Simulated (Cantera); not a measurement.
A closed system holds: 1 mol n-butane, 0.51 mol H2O, at 1148.15 K and 0.0280 bar.

Cantera equilibrium calculation (NASA polynomials, part measured and part estimated; ideal gas, pure solids and liquids). Candidate condensed phases: C, C6H6, C7H8, C8H18, H2O; 110 gas species. Equilibrium is a limit: real reactors are often held back by kinetics, nucleation or transport.

Base state: H2 0.915, CO 0.0847, CH4 0.000557, H2O 0.000104 (mole fractions); condensed: C(graphite).

### Question
What changes in the equilibrium state with this change: pressure from 0.0280 bar to 0.340 bar?

### Answer
```csv
species,before,after
H2,0.915,0.908
CO,0.0847,0.0840
CH4,0.000557,0.00666
H2O,0.000104,0.00124
CO2,8.14e-6,9.73e-5
"C(graphite), mol",3.49,3.46
```
